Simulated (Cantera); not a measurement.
Equilibrium for silicon etching in halogen gases: Si + NF3

Feed: 1 mol Si, 1.5 mol NF3, held at 50.3 Torr.

Equilibrium computed with Cantera from the NASA thermochemical tables; the gas is ideal and each condensed phase is pure. Candidate condensed phases: Si, Si3N4; 16 gas species. Equilibrium is a limit: real reactors are often held back by kinetics, nucleation or transport.

```tsv
T (K)	x SiF4	x N2	x F	x F2	x NF3
625	0.543	0.364	7.81e-5	0.00563	0.0868
700	0.534	0.366	0.000955	0.0294	0.0691
775	0.515	0.370	0.00597	0.0764	0.0329
850	0.499	0.370	0.0211	0.102	0.00843
925	0.488	0.365	0.0519	0.0935	0.00167
1000	0.475	0.356	0.0994	0.0687	0.000294
1075	0.462	0.347	0.151	0.0399	4.35e-5
```
x: gas mole fraction; nothing condenses.

From 625 K to 1075 K nothing is condensed. The main Si-bearing gas is SiF4 throughout.
